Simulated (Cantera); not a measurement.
An isothermal, constant-pressure homogeneous reactor starts with 23.7 % NH₃, 76.0 % H₂, 0.309 % N₂, at 2400 K and 100.0 Torr.

Computed with Cantera and the gas-phase N/H chemistry of the illustrative SiF4/NH3 mechanism in the Surface Chemkin manual (1991). Walls and surfaces, which speed up NH3 decomposition in real reactors, are not modelled.

x: mole fraction; the columns are a selection and need not sum to one.

```
t (s)        x NH₃   x H₂      x N     x N₂    x NH₂      x H
--------  --------  -----  -------  -------  -------  -------
0.000100     0.236  0.759  1.92e-6  0.00313  0.00121  0.00120
0.000459     0.226  0.763  1.26e-5      ___      ___      ___
0.00210      0.182  0.789  1.30e-5   0.0242  0.00193  0.00261
0.00965        ___  0.855  1.39e-5      ___      ___      ___
0.0443    0.000226  0.879  1.02e-5   0.0971  1.97e-5   0.0237
0.203      1.60e-6  0.863  3.91e-7   0.0964  2.44e-7   0.0407
0.932      4.26e-7  0.863  1.04e-7   0.0964  6.50e-8   0.0407
4.28       3.86e-7  0.863  9.43e-8   0.0964  5.90e-8   0.0407
19.6       3.86e-7  0.863  9.43e-8   0.0964  5.90e-8   0.0407
90.0       3.86e-7  0.863  9.43e-8   0.0964  5.90e-8   0.0407
```

Q: Fill in the missing entries.

A: 
- 0.000459, x N₂: 0.00644
- 0.000459, x NH₂: 0.00223
- 0.000459, x H: 0.00234
- 0.00965, x NH₃: 0.0707
- 0.00965, x N₂: 0.0693
- 0.00965, x NH₂: 0.00103
- 0.00965, x H: 0.00386
